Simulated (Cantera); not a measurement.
Input: 1 mol PbO, 1.6 mol N2, at 1523.15 K and 0.00660 bar.

Method: chemical equilibrium by Gibbs-energy minimisation in Cantera with the NASA 1993 tables (ideal gas, pure condensed phases). Candidate condensed phases: Pb, PbO, PbO2, Pb3O4; 12 gas species. Gases not in the tables: (PbO)n polymers. Equilibrium is a limit: real reactors are often held back by kinetics, nucleation or transport.

Base state: N2 0.587, PbO 0.275, Pb 0.0917, O2 0.0455, NO 0.000550, O 1.45e-5 (mole fractions); condensed: gas only.

Problem. What changes in the equilibrium state with this change: temperature from 1523.15 K to 1098.15 K?

Solution. 
```csv
species,before,after
N2,0.587,0.999
PbO,0.275,0.000892
Pb,0.0917,0.000154
O2,0.0455,7.60e-5
O,1.45e-5,<1e-9
NO,0.000550,1.79e-6
"PbO(yellow), mol",0,0.998
```
